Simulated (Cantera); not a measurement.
Charge: 1 mol Fe2O3, 15 mol Cl2, 12 mol N2, at 700 K and 57000 Pa.

Cantera equilibrium calculation (NASA polynomials, part measured and part estimated; ideal gas, pure solids and liquids). Candidate condensed phases: Fe, FeCl2, FeCl3, FeO, Fe2O3, Fe3O4; 19 gas species. Condensed phases not in the tables: FeOCl. The numbers say what is thermodynamically allowed, not how fast it happens.

Base state: Cl2 0.555, N2 0.444, O2 0.000374, FeCl3 0.000277, Fe2Cl6 0.000111 (mole fractions); condensed: Fe2O3(s).

Question: What changes in the equilibrium state with this change: temperature from 700 K to 1825 K?

Answer: 
```json
[
 {"species": "N2", "before": "0.444", "after": "0.371"},
 {"species": "Cl2", "before": "0.555", "after": "0.273"},
 {"species": "Cl", "before": "6.52e-7", "after": "0.246"},
 {"species": "FeCl2", "before": "5.81e-9", "after": "0.0486"},
 {"species": "O2", "before": "0.000374", "after": "0.0454"},
 {"species": "FeCl3", "before": "0.000277", "after": "0.0134"},
 {"species": "ClO", "before": "1.85e-9", "after": "0.000688"},
 {"species": "NO", "before": "8.92e-9", "after": "0.00144"},
 {"species": "Fe2O3(s), mol", "before": "0.993", "after": "0"}
]
```
